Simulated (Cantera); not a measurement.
An adiabatic, constant-volume homogeneous reactor starts with CO : H₂ : O₂ : N₂ = 1 : 0.056 : 0.251 : 3.02 (molar parts), at 1050 K and 0.938 atm. Integrator tolerance rtol = 1e-08.

Computed with Cantera and GRI-Mech 3.0 (53 species, 325 reactions).

What does this change do: O2 0.251 to 0.2 parts?


```csv
quantity,before,after
time of steepest temperature rise,0.733 ms,0.792 ms
temperature at 4.00 s,2193 K,1989 K
equilibrium temperature,2193 K,1989 K
x(CO) at 4.00 s,0.133 (gas-phase equilibrium 0.133),0.157 (gas-phase equilibrium 0.157)
x(H₂) at 4.00 s,0.00251 (gas-phase equilibrium 0.00251),0.00386 (gas-phase equilibrium 0.00386)
x(O₂) at 4.00 s,1.26e-5 (gas-phase equilibrium 1.26e-5),2.71e-7 (gas-phase equilibrium 2.71e-7)
x(CO₂) at 4.00 s,0.112 (gas-phase equilibrium 0.112),0.0883 (gas-phase equilibrium 0.0883)
x(O) at 4.00 s,6.76e-6 (gas-phase equilibrium 6.76e-6),2.46e-7 (gas-phase equilibrium 2.46e-7)
```
